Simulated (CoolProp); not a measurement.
n-nonane along the isotherm 474.8 K: Z from the reference equation and from simpler models built on Tc = 594.5 K, pc = 2.282 MPa, ω = 0.443; each cubic takes its own stable root.

Computed with CoolProp (reference Helmholtz-energy equation of state, Lemmon 2006). It is a short technical equation, of lower accuracy than the large ones.

```csv
p (MPa),phase,reference
0.228,gas,0.9121
0.456,liquid,0.02651
0.685,liquid,0.03976
0.913,liquid,0.05292
1.14,liquid,0.06598
1.37,liquid,0.07919
1.6,liquid,0.09235
1.83,liquid,0.1055
2.05,liquid,0.1180
2.28,liquid,0.1311
2.51,liquid,0.1441
2.74,liquid,0.1571
2.97,liquid,0.1701
3.19,liquid,0.1825
3.42,liquid,0.1954
```

Q: How far does each simpler model (van der Waals, Redlich-Kwong, Soave-Redlich-Kwong) lie from the reference over these 15 states: mean and median of the absolute difference, and the worst?

A: 
- van der Waals: mean 409.1 %, median 77.3 %, worst +3248.2 % at 474.8 K and 0.456 MPa
- Redlich-Kwong: mean 231.6 %, median 26.5 %, worst +3125.6 % at 474.8 K and 0.456 MPa
- Soave-Redlich-Kwong: mean 16.8 %, median 17.9 %, worst +19.0 % at 474.8 K and 0.456 MPa

At some of these states van der Waals, Redlich-Kwong gives the other phase, because its saturation line lies elsewhere.
